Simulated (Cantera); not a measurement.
# Transport properties of process gases

Gas mixture: 100 % CH3OH, at 1000000 Pa, frozen composition.

Cantera's kinetic-theory transport with the Lennard-Jones parameters of GRI-Mech 3.0, ideal gas; thermal conductivity in the mixture-averaged form. Polar gases are described roughly by these parameters. The composition is frozen, though it would react at the higher temperatures.

```
T (K)  ρ (kg/m³)  cp (J/kg/K)  μ (µPa s)  λ (mW/m/K)     Pr  D (cm²/s) CH4  D (cm²/s) CH3  D (cm²/s) C2H2
-----  ---------  -----------  ---------  ----------  -----  -------------  -------------  --------------
400         9.63         1604       13.1        28.2  0.745         0.0286         0.0287          0.0206
650         5.93         2212       21.3        62.9  0.747         0.0701         0.0704          0.0517
900         4.28         2643       28.6         101  0.746          0.125          0.126          0.0932
1150        3.35         2978       35.2         139  0.751          0.191          0.192           0.143
1400        2.75         3214       41.1         176  0.751          0.267          0.269           0.202
1650        2.34         3388       46.5         210  0.750          0.353          0.355           0.267
1900        2.03         3514       51.5         242  0.748          0.448          0.450           0.339
2150        1.79         3607       56.2         272  0.745          0.551          0.554           0.418
2400        1.61         3677       60.7         300  0.744          0.662          0.666           0.503
```
D: mixture-averaged diffusion coefficient of that species in the mixture.
